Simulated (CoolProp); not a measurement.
A single-stage vapour-compression cycle with the fluoroketone C6F12O (FK-5-1-12): evaporating at 273.15 K (dew point), condensing at 324.15 K (bubble point), superheat 8 K, subcooling 8 K, compressor efficiency 0.8, no pressure losses. Each further row changes one setting.

Computed with CoolProp (reference Helmholtz-energy equation of state, McLinden 2015).

```
case                              cooling COP  pressure ratio  discharge temperature (K)  refrigerating effect (kJ/kg)  volumetric capacity (kJ/m³)
--------------------------------  -----------  --------------  -------------------------  ----------------------------  ---------------------------
as stated                                3.20            8.69                      324.1                          61.0                          104
evaporating temperature 278.15 K          ___             ___                      324.1                          65.2                          ___
condensing temperature 319.15 K          3.76            7.30                      319.1                          66.6                          114
subcooling 13 K                           ___            8.69                      324.1                          66.6                          114
superheat 18 K                           3.40            8.69                      324.1                          69.5                          114
compressor efficiency 0.7                2.80            8.69                      324.1                          61.0                          104
```

### Question
Fill in the missing entries.

### Answer

- evaporating temperature 278.15 K, cooling COP: 3.81
- evaporating temperature 278.15 K, pressure ratio: 6.73
- evaporating temperature 278.15 K, volumetric capacity (kJ/m³): 142
- subcooling 13 K, cooling COP: 3.49

The compression ends wet for: as stated; evaporating temperature 278.15 K; condensing temperature 319.15 K; subcooling 13 K; superheat 18 K; compressor efficiency 0.7.
